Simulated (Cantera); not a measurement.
Feed: 1 mol Si, 0.26 mol N2O, 8.3 mol N2, equilibrated at 2175 K and 1 atm.

These are equilibrium values from Cantera (NASA tables, ideal gas, pure condensed phases), not measurements of a reactor. Candidate condensed phases: Si, SiO2, Si2N2O, Si3N4; 16 gas species. The tables' values for SiN are old estimates; treat these amounts as uncertain. The numbers say what is thermodynamically allowed, not how fast it happens.

Base state: N2 0.970, SiO 0.0295, Si 0.000285, Si2N 5.65e-5, SiN 5.01e-5 (mole fractions); condensed: Si(l).

What changes in the equilibrium state with this change: N2O from 0.26 to 0.018 mol?


```
species       before     after
----------  --------  --------
N2             0.970     0.997
SiO           0.0295   0.00216
Si          0.000285  0.000285
Si2N         5.65e-5   5.73e-5
SiN          5.01e-5   5.08e-5
Si(l), mol     0.736     0.978
```
